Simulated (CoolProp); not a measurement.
Saturation properties of carbon monoxide.

The numbers come from the reference Helmholtz-energy equation of state, Lemmon 2006 in CoolProp. It is a short technical equation, of lower accuracy than the large ones.

| T (°C) | p (bar) | vapour density (kg/m³) | liquid cp (kJ/(kg K)) |
|---|---|---|---|
| -188.95 | 1.343 | 5.660 | 2.154 |
| -183.65 | 2.277 | 9.249 | 2.184 |
| -178.45 | 3.596 | … | 2.232 |
| -173.25 | 5.404 | 21.05 | 2.304 |
| -167.95 | 7.846 | 30.45 | 2.413 |
| -162.75 | 10.93 | 42.83 | 2.573 |
| -157.45 | … | … | 2.837 |
| -152.25 | … | 83.49 | … |

Some entries are withheld; supply them.


- -178.45, vapour density (kg/m³): 14.23
- -157.45, p (bar): 14.88
- -157.45, vapour density (kg/m³): 59.96
- -152.25, p (bar): 19.66
- -152.25, liquid cp (kJ/(kg K)): 3.310

It boils at -191.5 °C under 1 atm.
